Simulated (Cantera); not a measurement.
## Thermodynamics of nitride etching, feed AlN + H2

A closed system holds: 1 mol AlN, 350 mol H2, held at 1675 K and 10000 Pa.

Equilibrium computed with Cantera from the NASA thermochemical tables; the gas is ideal and each condensed phase is pure. Candidate condensed phases: Al, AlN; 13 gas species. Equilibrium is a limit: real reactors are often held back by kinetics, nucleation or transport.

```
Quantity                             Result
--------------------------------  ---------
x(H2)                                 1.000
x(H)                               0.000367
x(Al)                               6.45e-5
x(N2)                               3.89e-5
x(AlH)                              1.34e-5
n(AlN(s))                         0.973 mol
gas amount                        350.1 mol
log10 activity of Al(l) (absent)      -1.43
```
